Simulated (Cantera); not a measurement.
Charge: 1 mol N₂O, 3.1 mol O₂, at 2523.15 K and 0.100 bar.

Method: chemical equilibrium by Gibbs-energy minimisation in Cantera with the NASA 1993 tables (ideal gas, pure condensed phases). The numbers say what is thermodynamically allowed, not how fast it happens.

Base state: O₂ 0.732, N₂ 0.201, O 0.0439, NO 0.0226, NO₂ 1.16e-5 (mole fractions); condensed: gas only.

Q: What changes in the equilibrium state with this change: N₂O replaced by SO₂?

A: 
```json
[
 {"species": "O₂", "before": "0.732", "after": "0.719"},
 {"species": "SO₂", "before": "0", "after": "0.232"},
 {"species": "O", "before": "0.0439", "after": "0.0435"},
 {"species": "N₂", "before": "0.201", "after": "0"},
 {"species": "NO", "before": "0.0226", "after": "0"},
 {"species": "SO", "before": "0", "after": "0.00551"},
 {"species": "SO₃", "before": "0", "after": "0.000110"},
 {"species": "S", "before": "0", "after": "3.26e-5"}
]
```
Further candidate phases: S.
